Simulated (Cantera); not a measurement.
Charge: 1 mol Si, 0.011 mol H2O, 15 mol N2, at 10.0 mbar.

Cantera equilibrium calculation (NASA polynomials, part measured and part estimated; ideal gas, pure solids and liquids). Candidate condensed phases: H2O, Si, SiO2, Si2N2O, Si3N4; 35 gas species. N2 is the only nitrogen source here; it is nearly inert below about 1500 K, so the nitride shown seldom forms there in practice. Mutual solubility and eutectic melting of coexisting phases are not modelled. Rates play no part.

Task: What share of the Si ends up in condensed phases as a function of T (°C), at 725, 875, 1025, 1175, 1325, 1475, 1625, 1775, 1925?

Result: 
```
T (°C)  Si condensed (%)                    as
------  ----------------  --------------------
725                100.0  Si2N2O(s) + Si3N4(s)
875                100.0  Si2N2O(s) + Si3N4(s)
1025               100.0  Si2N2O(s) + Si3N4(s)
1175               100.0  Si2N2O(s) + Si3N4(s)
1325                99.6  Si2N2O(s) + Si3N4(s)
1475                98.8              Si3N4(s)
1625                96.8                 Si(l)
1775                86.2                 Si(l)
1925                37.1                 Si(l)
```
